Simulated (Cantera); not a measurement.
## Adiabatic ignition

An adiabatic, constant-pressure homogeneous reactor starts with 1.10 % C₃H₈, 13.7 % O₂, 85.2 % N₂, equivalence ratio 0.40, at 1700 K and 16500 Torr.

Cantera simulation using GRI-Mech 3.0 (53 species, 325 reactions); the numbers are that mechanism's predictions, not measurements. GRI-Mech 3.0 was tuned for natural gas; its chemistry of propane as a main component is partial and can be far from experiment. The pressure lies above the range GRI-Mech 3.0 was tuned for (to about 10 atm).

```tsv
t (s)	T (K)	x C₃H₈	x O₂	x C₂H	x CH₄	x NO	x CH₂	x HCO
3.00e-6	1892	1.59e-5	0.108	1.13e-6	0.000835	1.57e-7	1.78e-5	3.18e-5
9.11e-6	2219	<1e-12	0.0830	<1e-12	<1e-12	1.89e-5	<1e-12	4.71e-9
2.77e-5	2280	<1e-12	0.0812	<1e-12	<1e-12	3.86e-5	<1e-12	6.52e-11
8.40e-5	2285	<1e-12	0.0810	<1e-12	<1e-12	6.34e-5	<1e-12	1.71e-11
0.000255	2285	<1e-12	0.0810	<1e-12	<1e-12	0.000135	<1e-12	1.70e-11
0.000775	2284	<1e-12	0.0809	<1e-12	<1e-12	0.000348	<1e-12	1.69e-11
0.00235	2283	<1e-12	0.0806	<1e-12	<1e-12	0.000971	<1e-12	1.67e-11
0.00714	2279	<1e-12	0.0798	<1e-12	<1e-12	0.00263	<1e-12	1.60e-11
0.0217	2271	<1e-12	0.0781	<1e-12	<1e-12	0.00593	<1e-12	1.48e-11
0.0659	2265	<1e-12	0.0767	<1e-12	<1e-12	0.00873	<1e-12	1.38e-11
0.200	2264	<1e-12	0.0765	<1e-12	<1e-12	0.00909	<1e-12	1.37e-11
```
x: mole fraction; the columns are a selection and need not sum to one.

```json
{
 "time_of_steepest_temperature_rise": "3.13 µs",
 "temperature at 0.200 s": "2264 K",
 "equilibrium_temperature": "2264 K",
 "x(C₃H₈) at 0.200 s": "<1e-12 (gas-phase equilibrium <1e-12)",
 "x(O₂) at 0.200 s": "0.0765 (gas-phase equilibrium 0.0765)",
 "x(C₂H) at 0.200 s": "<1e-12 (gas-phase equilibrium <1e-12)"
}
```
